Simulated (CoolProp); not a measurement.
Acetone at several states: density (kg/m³) from the reference equation and from simpler models built on Tc = 235.0 °C, pc = 4.692 MPa, ω = 0.307; each cubic takes its own stable root.

Computed with CoolProp (reference Helmholtz-energy equation of state, Lemmon 2006). It is a short technical equation, of lower accuracy than the large ones.

```
T (°C)  p (MPa)   phase  reference  van der Waals  Redlich-Kwong  Peng-Robinson
------  -------  ------  ---------  -------------  -------------  -------------
-2.55      8.18  liquid      821.4          426.0          623.0          718.7
212.25   0.0927     gas      1.346          1.343          1.344          1.346
-11.65     1.07  liquid      825.5          420.8          623.2          720.7
```
